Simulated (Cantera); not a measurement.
An isothermal, constant-pressure homogeneous reactor starts with 1.18 % CO, 0.207 % O₂, 0.0276 % H₂O, 98.4 % N₂, 0.148 % CH₄, equivalence ratio 4.3, at 1400 K and 0.930 bar.

Cantera simulation using GRI-Mech 3.0 (53 species, 325 reactions); the numbers are that mechanism's predictions, not measurements.

Problem. Predict: x(CO) at 30.0 s; x(H₂O) at 30.0 s; x(NO) at 30.0 s.

Solution. 
```json
{
 "x(CO) at 30.0 s": "0.0112 (gas-phase equilibrium 0.0113)",
 "x(H₂O) at 30.0 s": "0.000947 (gas-phase equilibrium 0.000906)",
 "x(NO) at 30.0 s": "3.43e-7 (gas-phase equilibrium 3.27e-10)"
}
```
